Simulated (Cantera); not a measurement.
# Equilibrium for titanium nitride, carbide and oxide coatings: TiCl₄ + O₂

Feed: 1 mol TiCl₄, 6.7 mol O₂, at 73.0 mbar.

Cantera equilibrium calculation (NASA polynomials, part measured and part estimated; ideal gas, pure solids and liquids). Candidate condensed phases: Ti, TiCl₂, TiCl₃, TiCl₄, TiO, TiO₂, Ti₂O₃, Ti₃O₅, Ti₄O₇; 15 gas species. Kinetics and transport are ignored.

From 952 °C to 1702 °C the condensed part is TiO₂(rutile). The main Ti-bearing gas is TiCl₄ at 952 °C and TiOCl₂ at 1702 °C.

```tsv
T (°C)	x O₂	x Cl	x Cl₂	x O	x ClO	x TiOCl₂	n TiO₂(rutile)
952	0.736	0.0114	0.253	1.34e-7	9.88e-5	3.61e-10	1.000
1027	0.732	0.0227	0.245	5.60e-7	0.000173	3.17e-9	1.000
1102	0.725	0.0418	0.233	2.01e-6	0.000281	2.14e-8	1.000
1177	0.714	0.0708	0.215	6.28e-6	0.000424	1.14e-7	1.000
1252	0.699	0.111	0.189	1.75e-5	0.000598	4.88e-7	1.000
1327	0.680	0.161	0.158	4.43e-5	0.000784	1.70e-6	1.000
1402	0.659	0.217	0.122	0.000103	0.000959	4.86e-6	0.999
1477	0.639	0.272	0.0877	0.000221	0.00110	1.15e-5	0.999
1552	0.622	0.318	0.0587	0.000448	0.00118	2.28e-5	0.999
1627	0.609	0.352	0.0372	0.000861	0.00121	3.92e-5	0.999
1702	0.600	0.375	0.0228	0.00158	0.00121	6.03e-5	0.999
```
x: gas mole fraction; n: condensed amount in mol.
